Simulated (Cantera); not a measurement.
A closed system holds: 1 mol Si, 7.8 mol H2, 3.3 mol HCl, held at 1050 °C and 2.80 bar.

Cantera equilibrium calculation (NASA polynomials, part measured and part estimated; ideal gas, pure solids and liquids). The tables' values for SiCl3 are old estimates; treat these amounts as uncertain. The numbers say what is thermodynamically allowed, not how fast it happens.

```csv
species,before,after
H2,0.867,0.841
HCl,0.0519,0.0796
SiCl2,0.00851,0.0232
SiCl3,0.00724,0.0117
SiCl4,0.0337,0.0216
SiHCl3,0.0285,0.0197
SiH2Cl2,0.00346,0.00278
SiH3Cl,0.000119,0.000114
"Si(s), mol",0.154,0.164
```
Gas species are given as mole fractions.

Question: Which change was made?
(A) temperature from 1050 °C to 400 °C
(B) HCl from 3.3 to 4.2 mol
(C) temperature from 1050 °C to 1177 °C
(D) temperature from 1050 °C to 275 °C

Answer: C, temperature from 1050 °C to 1177 °C
